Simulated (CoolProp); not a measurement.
Vapour-liquid equilibrium of R125 (1) + R143a (2) at 64.3 kPa; x and y are mole fractions of (1).

Computed with CoolProp (multi-fluid Helmholtz-energy mixture model, Lemmon 2005 and Lemmon and Jacobsen 2000; pair parameters Lemmon 2004).

```json
[
 {"x": "0.05", "bubble temperature (K)": "216.9", "y at the bubble point": "0.044", "dew temperature at overall composition x (K)": "216.9", "liquid density (mol/L)": "14.10"},
 {"x": "0.2", "bubble temperature (K)": "217.2", "y at the bubble point": "0.187", "dew temperature at overall composition x (K)": "217.2", "liquid density (mol/L)": "13.89"},
 {"x": "0.35", "bubble temperature (K)": "217.4", "y at the bubble point": "0.344", "dew temperature at overall composition x (K)": "217.4", "liquid density (mol/L)": "13.68"},
 {"x": "0.5", "bubble temperature (K)": "217.4", "y at the bubble point": "0.507", "dew temperature at overall composition x (K)": "217.4", "liquid density (mol/L)": "13.49"},
 {"x": "0.65", "bubble temperature (K)": "217.2", "y at the bubble point": "0.669", "dew temperature at overall composition x (K)": "217.2", "liquid density (mol/L)": "13.29"},
 {"x": "0.8", "bubble temperature (K)": "216.9", "y at the bubble point": "0.821", "dew temperature at overall composition x (K)": "216.9", "liquid density (mol/L)": "13.11"},
 {"x": "0.95", "bubble temperature (K)": "216.4", "y at the bubble point": "0.958", "dew temperature at overall composition x (K)": "216.4", "liquid density (mol/L)": "12.93"}
]
```

y crosses x between x = 0.35 and 0.5: the model has an azeotrope there.

The pair parameters rest on a limited set of measurements; away from them the model extrapolates.
